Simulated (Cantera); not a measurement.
A perfectly stirred reactor is fed with NO : N2 = 1 : 13 (molar parts), at 22.5 Torr; it is held at 2073 K, and followed from long to short residence time.

Model: GRI-Mech 3.0 (53 species, 325 reactions), integrated in Cantera. Radical loss at walls, strong at low pressure, is not modelled.

What does this change do: NO 1 to 0.2 parts?


```
quantity                 before    after
---------------------  --------  -------
x(NO) at τ = 1.70 s      0.0649   0.0150
x(N2O) at τ = 1.70 s    1.84e-6  1.10e-7
x(O2) at τ = 1.70 s     0.00305  7.43e-5
x(O) at τ = 1.70 s     0.000411  4.68e-5
x(NO2) at τ = 1.70 s    2.19e-6  6.19e-8
x(NO) at τ = 38.0 ms     0.0714   0.0152
x(N2O) at τ = 38.0 ms   2.04e-6  9.22e-8
x(O2) at τ = 38.0 ms    3.56e-6  3.38e-8
x(O) at τ = 38.0 ms     2.02e-5  9.20e-7
x(NO2) at τ = 38.0 ms   1.19e-7  1.17e-9
```

What does this change do: N2 13 to 6.6 parts?


```
quantity                 before     after
---------------------  --------  --------
x(NO) at τ = 1.70 s      0.0649     0.112
x(N2O) at τ = 1.70 s    1.84e-6   5.08e-6
x(O2) at τ = 1.70 s     0.00305   0.00931
x(O) at τ = 1.70 s     0.000411  0.000712
x(NO2) at τ = 1.70 s    2.19e-6   6.42e-6
x(NO) at τ = 38.0 ms     0.0714     0.131
x(N2O) at τ = 38.0 ms   2.04e-6   6.83e-6
x(O2) at τ = 38.0 ms    3.56e-6   2.22e-5
x(O) at τ = 38.0 ms     2.02e-5   6.57e-5
x(NO2) at τ = 38.0 ms   1.19e-7   6.94e-7
```
